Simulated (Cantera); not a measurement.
Cantera run, input and output.

```python
import numpy as np
import cantera as ct

gas = ct.Solution("h2o2.yaml")
gas.TPX = 1273, 2666, {'H2': 0.32, 'O2': 1}
reactor = ct.IdealGasConstPressureReactor(gas, energy="off", clone=False)
net = ct.ReactorNet([reactor])
net.rtol, net.atol = 1e-08, 1e-18
show = ['H2', 'O2', 'H2O', 'OH', 'H', 'H2O2', 'O']
times = np.geomspace(0.0006, 7, 13)

steps = ct.SolutionArray(gas, extra=["t"])
rows = []
print(f"{'t/s':>10s}{'T/K':>9s}{'P/Pa':>11s}" + "".join(f"{s:>11s}" for s in show))
for t in times:
    while net.time < t:
        t_next = net.step()
        steps.append(gas.state, t=t_next)
    rows.append([np.interp(t, steps.t, y) for y in (steps.T, steps.P, *steps(*show).X.T)])
    print(f"{t:10.3e}{rows[-1][0]:9.1f}{rows[-1][1]:11.4g}" + "".join(f"{x:11.3e}" for x in rows[-1][2:]))
rate = np.gradient(steps.T, steps.t)
print("integrator steps:", len(steps.t))
if steps.T.max() > steps.T[0] + 200:
    print(f"time of steepest temperature rise: {steps.t[rate.argmax()]:.4e} s")
gas.TPX = 1273, 2666, {'H2': 0.32, 'O2': 1}
gas.equilibrate("TP")
print(f"equilibrium (TP): T = {gas.T:.1f} K  " + "  ".join(f"{s} {gas[s].X[0]:.3e}" for s in show))
```

Output:

```
       t/s      T/K       P/Pa         H2         O2        H2O         OH          H       H2O2          O
 6.000e-04   1273.0       2666  1.552e-02  6.259e-01  1.800e-01  1.482e-02  8.286e-02  6.745e-07  8.089e-02
 1.309e-03   1273.0       2666  1.164e-02  6.421e-01  2.021e-01  1.329e-02  6.134e-02  6.950e-07  6.957e-02
 2.857e-03   1273.0       2666  8.020e-03  6.734e-01  2.322e-01  1.124e-02  3.118e-02  8.236e-07  4.387e-02
 6.236e-03   1273.0       2666  3.268e-03  7.049e-01  2.605e-01  7.257e-03  7.325e-03  8.263e-07  1.673e-02
 1.361e-02   1273.0       2666  7.405e-04  7.193e-01  2.720e-01  3.449e-03  7.545e-04  5.363e-07  3.703e-03
 2.970e-02   1273.0       2666  1.413e-04  7.229e-01  2.747e-01  1.513e-03  6.295e-05  2.534e-07  7.079e-04
 6.481e-02   1273.0       2666  3.167e-05  7.237e-01  2.754e-01  7.235e-04  6.824e-06  1.119e-07  1.609e-04
 1.414e-01   1273.0       2666  8.795e-06  7.239e-01  2.756e-01  3.846e-04  1.022e-06  5.026e-08  4.537e-05
 3.086e-01   1273.0       2666  2.882e-06  7.240e-01  2.757e-01  2.216e-04  1.953e-07  2.303e-08  1.506e-05
 6.735e-01   1273.0       2666  1.061e-06  7.241e-01  2.758e-01  1.351e-04  4.419e-08  1.072e-08  5.594e-06
 1.470e+00   1273.0       2666  4.285e-07  7.241e-01  2.758e-01  8.609e-05  1.146e-08  5.138e-09  2.274e-06
 3.208e+00   1273.0       2666  1.971e-07  7.241e-01  2.758e-01  5.845e-05  3.601e-09  2.726e-09  1.049e-06
 7.000e+00   1273.0       2666  1.208e-07  7.241e-01  2.758e-01  4.571e-05  1.734e-09  1.867e-09  6.418e-07
integrator steps: 2018
equilibrium (TP): T = 1273.0 K  H2 1.063e-07  O2 7.241e-01  H2O 2.758e-01  OH 4.285e-05  H 1.434e-09  H2O2 1.702e-09  O 5.642e-07
```

Detailed kinetics in Cantera: the H2/O2 subset of GRI-Mech 3.0, which has no nitrogen chemistry. Radical loss at walls, strong at low pressure, is not modelled. The temperature is held fixed by assumption; the heat of reaction is taken as removed at once.
